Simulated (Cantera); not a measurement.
# Thermodynamics of silicon oxide and oxynitride deposition, feed SiH4 + CO2 + H2

Input: 1 mol SiH4, 25 mol CO2, 0.76 mol H2, equilibrated at 977 °C and 13.3 mbar.

Cantera equilibrium calculation (NASA polynomials, part measured and part estimated; ideal gas, pure solids and liquids). Candidate condensed phases: C, C6H6, C7H8, C8H18, H2O, Si, SiC, SiO2; 123 gas species. The tables hold silica as quartz up to 1696 K and as liquid above; real silica turns to tridymite and cristobalite and melts near 1996 K. Kinetics and transport are ignored.

```
Quantity                                    Value
--------------------------------------  ---------
x(CO2)                                      0.741
x(CO)                                       0.159
x(H2O)                                     0.0874
x(H2)                                      0.0120
n(SiO2(β-quartz))                        1.00 mol
gas amount                              27.76 mol
log10 activity of C(graphite) (absent)      -5.36
log10 activity of Si(s) (absent)           -15.49
```
